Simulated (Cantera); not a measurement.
Feed: 1 mol Hg, 0.44 mol O2, 12 mol N2, at 650 °C and 0.0250 bar.

Method: chemical equilibrium by Gibbs-energy minimisation in Cantera with the NASA 1993 tables (ideal gas, pure condensed phases). Candidate condensed phases: Hg, HgO; 10 gas species. The numbers say what is thermodynamically allowed, not how fast it happens.

Base state: N2 0.893, Hg 0.0744, O2 0.0327 (mole fractions); condensed: gas only.

### Question
What changes in the equilibrium state with this change: Hg replaced by PbO?

### Answer
| species | before | after |
|---|---|---|
| N2 | 0.893 | 0.965 |
| O2 | 0.0327 | 0.0354 |
| Hg | 0.0744 | 0 |
| PbO(yellow), mol | 0 | 1.000 |
Further candidate phases: Pb, PbO, PbO2, Pb3O4.
